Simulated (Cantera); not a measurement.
Input: 1 mol MgCl2, 1.3 mol HCl, 8.2 mol N2, equilibrated at 1925 °C and 0.133 bar.

Cantera equilibrium calculation (NASA polynomials, part measured and part estimated; ideal gas, pure solids and liquids). Candidate condensed phases: Mg, MgCl2, NH4Cl; 18 gas species. Rates play no part.

Base state: N2 0.774, HCl 0.109, MgCl2 0.0934, Cl 0.0152, H2 0.00631, H 0.00121, MgCl 0.000580, Mg 0.000420 (mole fractions); condensed: gas only.

What changes in the equilibrium state with this change: temperature from 1925 °C to 1177 °C?


```tsv
species	before	after
N2	0.774	0.781
HCl	0.109	0.124
MgCl2	0.0934	0.0952
Cl	0.0152	0.000236
Mg	0.000420	<1e-9
MgCl	0.000580	7.06e-8
H	0.00121	2.86e-7
H2	0.00631	0.000122
Cl2	1.43e-5	4.36e-6
```

What changes in the equilibrium state with this change: HCl from 1.3 to 0.022 mol?


```
species    before    after
-------  --------  -------
N2          0.774    0.883
MgCl2      0.0934    0.104
Cl         0.0152  0.00657
HCl         0.109  0.00228
H2        0.00631  1.48e-5
H         0.00121  5.88e-5
Mg       0.000420  0.00250
Cl2       1.43e-5  2.66e-6
```
